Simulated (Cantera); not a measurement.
Charge: 1 mol SiHCl3, 76 mol H2, held at 15000 Pa.

Method: chemical equilibrium by Gibbs-energy minimisation in Cantera with the NASA 1993 tables (ideal gas, pure condensed phases). Candidate condensed phases: Si; 19 gas species. The tables' values for SiCl3 are old estimates; treat these amounts as uncertain. Equilibrium is a limit: real reactors are often held back by kinetics, nucleation or transport. All values below are at 1152 °C.

Base state: H2 0.965, HCl 0.0314, SiCl2 0.00308, SiCl3 0.000158, SiHCl3 7.68e-5, SiCl4 3.19e-5, SiH2Cl2 2.82e-5, H 1.73e-5 (mole fractions); condensed: Si(s).

Problem. What changes in the equilibrium state with this change: SiHCl3 replaced by Si3H8?

Solution. 
```tsv
species	before	after
H2	0.965	1.000
H	1.73e-5	1.76e-5
HCl	0.0314	0
SiCl2	0.00308	0
SiCl3	0.000158	0
SiHCl3	7.68e-5	0
SiCl4	3.19e-5	0
SiH2Cl2	2.82e-5	0
Si(s), mol	0.736	3.00
```
The feed counts by its element totals alone.
